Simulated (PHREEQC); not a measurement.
1.8 g of hydrous ferric oxide (600 m²/g; 0.2 weak and 0.005 strong sites per Fe, Dzombak-Morel constants, diffuse double layer) in 1 kg of water with 0.005 mol/kgw of an inert sodium salt and 0.46 mmol/kgw Na2HAsO4 and 0.41 mmol/kgw Na2SeO4, at 25 °C; the pH is set by adding NaOH or the inert anion's acid. Oxygen is held at 0.21 atm. CO2 from the air is kept out. Precipitation was switched off in this run.

Base run: PHREEQC, ion-association model, wateq4f.dat. Each further column changes one thing. The table gives As sorbed (%).

| pH | base | no electrostatic term (-no_edl) | background salt from 0.005 to 0.0005 mol/kgw | oxide from 1.8 to 9 g/kgw |
|---|---|---|---|---|
| 4 | 100.0 | 99.8 | 100.0 | 100.0 |
| 4.5 | 100.0 | 99.8 | 100.0 | 100.0 |
| 5.5 | 100.0 | 99.9 | 100.0 | 100.0 |
| 6 | 100.0 | 99.9 | 100.0 | 100.0 |
| 6.5 | 100.0 | 99.9 | 100.0 | 100.0 |
| 7.5 | 100.0 | 100.0 | 100.0 | 100.0 |
| 8 | 99.9 | 100.0 | 99.9 | 100.0 |
| 8.5 | 99.3 | 100.0 | 99.3 | 100.0 |
| 9.5 | 82.0 | 100.0 | 79.8 | (withheld) |
| 10 | 61.7 | 100.0 | (withheld) | (withheld) |
| 10.5 | 41.9 | 100.0 | (withheld) | (withheld) |
| 11.5 | 10.2 | 100.0 | (withheld) | (withheld) |
| 12 | 3.4 | 100.0 | 2.8 | 17.7 |

**Question.** Complete the blanks.

**Answer.** 
- 9.5, oxide from 1.8 to 9 g/kgw: 99.5
- 10, background salt from 0.005 to 0.0005 mol/kgw: 56.3
- 10, oxide from 1.8 to 9 g/kgw: 97.1
- 10.5, background salt from 0.005 to 0.0005 mol/kgw: 34.8
- 10.5, oxide from 1.8 to 9 g/kgw: 88.5
- 11.5, background salt from 0.005 to 0.0005 mol/kgw: 7.6
- 11.5, oxide from 1.8 to 9 g/kgw: 41.0
